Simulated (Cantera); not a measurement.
A perfectly stirred reactor is fed with CH₄ : C₂H₆ : C₃H₈ : O₂ : N₂ = 1 : 0.035 : 0.14 : 3.14 : 11.8 (molar parts), equivalence ratio 0.90, at 1430 Torr; it is adiabatic with a 450 K inlet, and is followed from long to short residence time, starting on the burning branch (τ in s: 0.45, 0.17, 0.063, 0.024, 0.0088, 0.0033, 0.0012, 0.00047, 0.00017, 6.5e-05).

Model: GRI-Mech 3.0 (53 species, 325 reactions), integrated in Cantera. GRI-Mech 3.0 was tuned for natural gas; its chemistry of propane as a main component is partial and can be far from experiment.

Problem. What does this change do: 1.6 parts CO2 added?

Solution. 
```tsv
quantity	before	after
blow-out, bracketed by the residence times tried	burning at 65.0 µs, the shortest tried	burning at 0.170 ms, out at 65.0 µs
x(CH₄) at τ = 0.450 s	3.30e-7	8.42e-7
x(C₂H₆) at τ = 0.450 s	1.33e-9	3.58e-9
x(C₃H₈) at τ = 0.450 s	6.16e-9	1.41e-8
x(H) at τ = 0.450 s	0.000192	4.10e-5
x(NO) at τ = 0.450 s	0.00307	0.000651
x(CH₄) at τ = 3.30 ms	2.23e-5	3.67e-5
x(C₂H₆) at τ = 3.30 ms	1.47e-7	2.94e-7
x(C₃H₈) at τ = 3.30 ms	5.95e-7	1.11e-6
x(H) at τ = 3.30 ms	0.000877	0.000602
x(NO) at τ = 3.30 ms	0.000297	6.98e-5
```

Problem. What does this change do: C3H8 0.14 to 0.1 parts?

Solution. 
```tsv
quantity	before	after
blow-out, bracketed by the residence times tried	burning at 65.0 µs, the shortest tried	burning at 65.0 µs, the shortest tried
x(CH₄) at τ = 0.450 s	3.30e-7	4.43e-7
x(C₂H₆) at τ = 0.450 s	1.33e-9	1.99e-9
x(C₃H₈) at τ = 0.450 s	6.16e-9	6.27e-9
x(H) at τ = 0.450 s	0.000192	8.39e-5
x(NO) at τ = 0.450 s	0.00307	0.00240
x(CH₄) at τ = 3.30 ms	2.23e-5	2.69e-5
x(C₂H₆) at τ = 3.30 ms	1.47e-7	1.92e-7
x(C₃H₈) at τ = 3.30 ms	5.95e-7	5.54e-7
x(H) at τ = 3.30 ms	0.000877	0.000571
x(NO) at τ = 3.30 ms	0.000297	0.000169
```
